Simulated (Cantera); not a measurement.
Input: 1 mol CH3OH, 0.22 mol H2O, 0.45 mol H2, at 550 K and 10000 Pa.

Method: chemical equilibrium by Gibbs-energy minimisation in Cantera with the NASA 1993 tables (ideal gas, pure condensed phases). Candidate condensed phases: C, C6H6, C7H8, C8H18, H2O; 110 gas species. Kinetics and transport are ignored.

Base state: H2O 0.473, CH4 0.371, H2 0.0936, CO2 0.0624, CO 0.000214 (mole fractions); condensed: C(graphite).

**Question.** What changes in the equilibrium state with this change: H2 from 0.45 to 2.6 mol?

**Answer.** 
```csv
species,before,after
H2,0.0936,0.419
H2O,0.473,0.319
CH4,0.371,0.262
CO2,0.0624,4.99e-5
CO,0.000214,1.14e-6
"C(graphite), mol",0.115,0
```

**Question.** What changes in the equilibrium state with this change: temperature from 550 K to 1773 K?

**Answer.** 
```
species             before     after
----------------  --------  --------
H2                  0.0936     0.673
CO                0.000214     0.267
H2O                  0.473    0.0541
CH4                  0.371   4.13e-9
CO2                 0.0624   0.00578
H                    <1e-9  0.000738
C(graphite), mol     0.115         0
```

**Question.** What changes in the equilibrium state with this change: pressure from 10000 Pa to 100000 Pa?

**Answer.** 
```tsv
species	before	after
H2O	0.473	0.495
CH4	0.371	0.413
CO2	0.0624	0.0613
H2	0.0936	0.0312
CO	0.000214	6.71e-5
C(graphite), mol	0.115	0.0633
```
